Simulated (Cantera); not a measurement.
Cantera run:

```python
import numpy as np
import cantera as ct

gas_names = """
    TiO O
""".split()
cond_names = """
    Ti2O3(a) Ti2O3(b) Ti2O3(L)
""".split()


def load(file, names, dense=False):
    # The tables refer to 1 bar. Condensed volumes are neglected.
    table = {s.name: s for s in ct.Species.list_from_file(file)}
    out = []
    for n in names:
        d = dict(table[n].input_data)
        d["thermo"] = dict(d["thermo"], **{"reference-pressure": 1e5})
        if dense:
            d["equation-of-state"] = {"model": "constant-volume", "density": "1e6 g/cm^3"}
        out.append(ct.Species.from_dict(d))
    return out


species = {s.name: s for s in load("nasa_gas.yaml", gas_names) + load("nasa_condensed.yaml", cond_names)}
# Each term lists the table entries of one substance; the one whose range holds T is used.
reactions = {
    '2 TiO(g) + O(g) = Ti2O3':
        [(-2, ['TiO']), (-1, ['O']), (1, ['Ti2O3(a)', 'Ti2O3(b)', 'Ti2O3(L)'])],
}


def pick(names, T):
    return next(species[n] for n in names if species[n].thermo.min_temp <= T <= species[n].thermo.max_temp)


results = []
for label, terms in reactions.items():
    print(label)
    print("     T/K   dH/kJ  dS/(J/K)   dG/kJ   log10 K")
    for T in [825, 875, 925, 975, 1025]:
        used = [(nu, pick(names, T)) for nu, names in terms]
        dH = sum(nu * s.thermo.h(T) for nu, s in used) / 1e6
        dS = sum(nu * s.thermo.s(T) for nu, s in used) / 1e3
        dG = dH - T * dS / 1e3
        logK = -dG * 1e6 / (ct.gas_constant * T * np.log(10))
        results.append((label, T, dH, dS, dG, logK, [s.name for _, s in used]))
        print(f"{T:8g} {dH:8.1f} {dS:8.1f} {dG:8.1f} {logK:8.2f}")
```

It prints:

```
2 TiO(g) + O(g) = Ti2O3
     T/K   dH/kJ  dS/(J/K)   dG/kJ   log10 K
     825  -1857.7   -512.6  -1434.8    90.84
     875  -1855.3   -509.8  -1409.2    84.12
     925  -1852.8   -507.1  -1383.8    78.14
     975  -1850.4   -504.5  -1358.5    72.78
    1025  -1847.9   -502.0  -1333.3    67.95
```

Standard-state values (1 bar) from the NASA 1993 polynomials, evaluated with Cantera. Condensed species are held in their standard states even where they would react or evaporate.
